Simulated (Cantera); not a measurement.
An adiabatic, constant-volume homogeneous reactor starts with 19.1 % CH4, 1.40 % C2H6, 17.3 % O2, 62.2 % N2, equivalence ratio 2.5, at 1075 K and 1.01 bar.

Detailed kinetics in Cantera: GRI-Mech 3.0 (53 species, 325 reactions).

**Question.** Predict: time of steepest temperature rise; temperature at 0.200 s; equilibrium temperature; x(CH4) at 0.200 s; x(O2) at 0.200 s; x(H2O) at 0.200 s; x(H2) at 0.200 s.

**Answer.** 
```json
{
  "time_of_steepest_temperature_rise": "48.0 ms",
  "temperature at 0.200 s": "2206 K",
  "equilibrium_temperature": "2206 K",
  "x(CH4) at 0.200 s": "2.38e-9 (gas-phase equilibrium 2.71e-9)",
  "x(O2) at 0.200 s": "6.91e-8 (gas-phase equilibrium 6.92e-8)",
  "x(H2O) at 0.200 s": "0.0883 (gas-phase equilibrium 0.0883)",
  "x(H2) at 0.200 s": "0.246 (gas-phase equilibrium 0.246)"
}
```
